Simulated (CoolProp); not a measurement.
Values from CoolProp's reference Helmholtz-energy equation of state, McLinden 2015.

Q: For the fluoroketone C6F12O (FK-5-1-12), give the phase and the density (kg/m³), cv (kJ/(kg K)), Joule-Thomson coefficient (K/MPa), isothermal compressibility (1/MPa) at 233 K and 3.15 bar.

A: 
- 233 K and 3.15 bar: liquid; density 1790, cv 0.876, Joule-Thomson coefficient -0.332, isothermal compressibility 0.00136
